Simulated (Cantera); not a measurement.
Cantera run:

```python
import numpy as np
import cantera as ct

gas_names = [...]  # 151 gases of nasa_gas.yaml made of C, H, N, O, Si
cond_names = """
    C(gr) C6H6(L) C7H8(L) C8H18(L),n-octa H2O(s) H2O(L) Si(cr) Si(L) SiC(b) SiO2(Lqz) SiO2(hqz) SiO2(L)
    Si2N2O(s) Si3N4(a)
""".split()


# ... load() reads the species with a 1 bar reference pressure and builds the phases ...
atoms = {
    'HMDSO': {'Si': 2, 'C': 6, 'H': 18, 'O': 1},
    'H2O': {'H': 2, 'O': 1},
    'NO': {'N': 1, 'O': 1},
}
top_T = {'C(gr)': 4500, 'SiC(b)': 3050, 'Si2N2O(s)': 2100, 'Si3N4(a)': 2400}  # K; cautious upper limits of use, not melting points


# ... equilibrate(T, P, feed) seeds the gas with the atoms and calls Mixture.equilibrate('TP', solver="vcs", rtol=1e-11, max_steps=5000) ...
results = []
feed = {'HMDSO': 1, 'H2O': 12, 'NO': 27}  # mol
P = 10000  # Pa
for T in [1423, 1498, 1573, 1648, 1723, 1798, 1873, 1948]:
    mix = equilibrate(T, P, feed)
    results.append((T, P, feed, dict(zip(mix.species_names, mix.species_moles))))

top = {s: max(r[3][s] / sum(r[3][g] for g in gas_names) for r in results) for s in gas_names}
cols = sorted((s for s in top if top[s] > 0.0001), key=lambda s: -top[s])[:9]
seen = [c for c in cond_names if any(r[3].get(c, 0) > 1e-12 for r in results)]
print("log10 of partial pressures in bar; condensed amounts in mol")
print(f"{'T/K':>10s}" + "".join(f"{s[:9]:>10s}" for s in cols + seen))
for T, P, feed, n in results:
    ng = sum(n[g] for g in gas_names)
    print(f"{T:10.4g}" + "".join(f"{np.log10(max(n[s] / ng * P / 1e5, 1e-99)):10.3f}" for s in cols)
          + "".join(f"{n.get(c, 0):10.4g}" for c in seen))
```

Output:

```
log10 of partial pressures in bar; condensed amounts in mol
       T/K       H2O        N2       CO2        O2        OH        CO        NO        H2         O SiO2(hqz)   SiO2(L)
      1423    -1.301    -1.493    -1.845    -2.449    -5.007    -6.460    -4.665    -6.271    -7.095         2         0
      1498    -1.301    -1.493    -1.845    -2.450    -4.708    -5.944    -4.497    -5.811    -6.629         2         0
      1573    -1.301    -1.493    -1.845    -2.451    -4.437    -5.477    -4.346    -5.395    -6.206         2         0
      1648    -1.302    -1.493    -1.845    -2.452    -4.192    -5.054    -4.208    -5.016    -5.823         2         0
      1723    -1.302    -1.494    -1.846    -2.453    -3.967    -4.668    -4.083    -4.669    -5.472         0         2
      1798    -1.303    -1.494    -1.847    -2.454    -3.762    -4.316    -3.968    -4.352    -5.150         0         2
      1873    -1.304    -1.495    -1.849    -2.454    -3.573    -3.993    -3.861    -4.062    -4.853         0         2
      1948    -1.306    -1.495    -1.853    -2.450    -3.398    -3.700    -3.762    -3.795    -4.578         0         2
```

These are equilibrium values from Cantera (NASA tables, ideal gas, pure condensed phases), not measurements of a reactor. The feed counts by its element totals alone. The tables hold silica as quartz up to 1696 K and as liquid above; real silica turns to tridymite and cristobalite and melts near 1996 K. Gases not in the tables: Si(OH)4.
